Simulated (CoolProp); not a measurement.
Vapour-liquid equilibrium of n-heptane (1) + ethylbenzene (2) at 9.67 bar; x and y are mole fractions of (1).

The numbers come from the multi-fluid Helmholtz-energy mixture model, Span 2003 and Zhou 2012; pair parameters Bell 2016 in CoolProp.

**Question.** Give the bubble temperature and the first vapour's composition at x = 0.05, 0.425, 0.8. Is there an azeotrope?

**Answer.** x = 0.05: 242.3 °C, y = 0.095; x = 0.425: 219.9 °C, y = 0.574; x = 0.8: 205.4 °C, y = 0.867. No azeotrope shows between x = 0.05 and 0.95.

The pair parameters rest on a limited set of measurements; away from them the model extrapolates.
